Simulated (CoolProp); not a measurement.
Model: reference Helmholtz-energy equation of state, Thol 2016, in CoolProp.

Problem. Give the vapour pressure (MPa), liquid density (kg/m³), enthalpy of vaporisation (kJ/kg), vapour Z of saturated hexamethyldisiloxane (MM) at 497.1 K.

Solution. 
| T (K) | p (MPa) | liquid density (kg/m³) | enthalpy of vaporisation (kJ/kg) | vapour Z |
|---|---|---|---|---|
| 497.1 | 1.37 | 462 | 91.7 | 0.568 |
